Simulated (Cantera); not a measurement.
Equilibrium for silicon epitaxy and polysilicon growth: Si2Cl6 + Cl2 + N2

Input: 1 mol Si2Cl6, 0.026 mol Cl2, 67 mol N2, held at 0.00480 bar.

These are equilibrium values from Cantera (NASA tables, ideal gas, pure condensed phases), not measurements of a reactor. Candidate condensed phases: Si, Si3N4; 13 gas species. The feed counts by its element totals alone. N2 is the only nitrogen source here; it is nearly inert below about 1500 K, so the nitride shown seldom forms there in practice. The tables' values for SiCl3 are old estimates; treat these amounts as uncertain. Equilibrium is a limit: real reactors are often held back by kinetics, nucleation or transport.

```
T (K)   x N2  x SiCl4   x SiCl2   x SiCl3     x Cl    x SiCl     x Cl2  n Si3N4(s)
-----  -----  -------  --------  --------  -------  --------  --------  ----------
1050   0.978   0.0221   1.28e-5  0.000125  9.06e-8    <1e-12  6.28e-11       0.161
1075   0.978   0.0220   2.71e-5  0.000194  1.66e-7    <1e-12  1.08e-10       0.161
1100   0.978   0.0219   5.53e-5  0.000295  2.95e-7    <1e-12  1.82e-10       0.160
1125   0.978   0.0218  0.000109  0.000440  5.13e-7  2.97e-12  3.00e-10       0.159
1150   0.978   0.0216  0.000208  0.000641  8.68e-7  1.05e-11  4.81e-10       0.156
1175   0.977   0.0213  0.000386  0.000917  1.44e-6  3.50e-11  7.54e-10       0.153
1200   0.977   0.0209  0.000694   0.00128  2.32e-6  1.11e-10   1.16e-9       0.147
1225   0.977   0.0202   0.00121   0.00176  3.67e-6  3.35e-10   1.73e-9       0.139
1250   0.976   0.0193   0.00205   0.00235  5.68e-6  9.61e-10   2.54e-9       0.126
1275   0.975   0.0181   0.00336   0.00306  8.58e-6   2.63e-9   3.62e-9       0.107
1300   0.974   0.0165   0.00531   0.00384  1.27e-5   6.87e-9   5.02e-9      0.0797
```
x: gas mole fraction; n: condensed amount in mol.

From 1050 K to 1300 K the condensed part is Si3N4(s). The main Si-bearing gas is SiCl4 throughout. The share of Si in condensed phases is highest at 1050 K (24.2 %) and lowest at 1300 K (12.0 %).
